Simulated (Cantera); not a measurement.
What does this Cantera script print?

```python
import numpy as np
import cantera as ct

gas_names = """
    N2 O NF3
""".split()
cond_names = """
    CuF2(s) CuF2(L) Cu2O(s) Cu2O(L)
""".split()


def load(file, names, dense=False):
    # The tables refer to 1 bar. Condensed volumes are neglected.
    table = {s.name: s for s in ct.Species.list_from_file(file)}
    out = []
    for n in names:
        d = dict(table[n].input_data)
        d["thermo"] = dict(d["thermo"], **{"reference-pressure": 1e5})
        if dense:
            d["equation-of-state"] = {"model": "constant-volume", "density": "1e6 g/cm^3"}
        out.append(ct.Species.from_dict(d))
    return out


species = {s.name: s for s in load("nasa_gas.yaml", gas_names) + load("nasa_condensed.yaml", cond_names)}
# Each term lists the table entries of one substance; the one whose range holds T is used.
reactions = {
    '2 N2(g) + 6 CuF2 + 3 O(g) = 4 NF3(g) + 3 Cu2O':
        [(-2, ['N2']), (-6, ['CuF2(s)', 'CuF2(L)']), (-3, ['O']), (4, ['NF3']), (3, ['Cu2O(s)', 'Cu2O(L)'])],
}


def pick(names, T):
    return next(species[n] for n in names if species[n].thermo.min_temp <= T <= species[n].thermo.max_temp)


results = []
for label, terms in reactions.items():
    print(label)
    print("     T/K   dH/kJ  dS/(J/K)   dG/kJ   log10 K")
    for T in [525, 625, 725, 825, 925, 1025]:
        used = [(nu, pick(names, T)) for nu, names in terms]
        dH = sum(nu * s.thermo.h(T) for nu, s in used) / 1e6
        dS = sum(nu * s.thermo.s(T) for nu, s in used) / 1e3
        dG = dH - T * dS / 1e3
        logK = -dG * 1e6 / (ct.gas_constant * T * np.log(10))
        results.append((label, T, dH, dS, dG, logK, [s.name for _, s in used]))
        print(f"{T:8g} {dH:8.1f} {dS:8.1f} {dG:8.1f} {logK:8.2f}")
```

It prints:

```
2 N2(g) + 6 CuF2 + 3 O(g) = 4 NF3(g) + 3 Cu2O
     T/K   dH/kJ  dS/(J/K)   dG/kJ   log10 K
     525   1422.8    -71.3   1460.3  -145.29
     625   1412.4    -89.5   1468.3  -122.72
     725   1401.8   -105.2   1478.1  -106.49
     825   1391.2   -118.9   1489.3   -94.29
     925   1380.7   -131.0   1501.8   -84.81
    1025   1370.1   -141.8   1515.5   -77.23
```

Source: NASA polynomial tables (part measured, part estimated), evaluated in Cantera. Condensed species are held in their standard states even where they would react or evaporate.
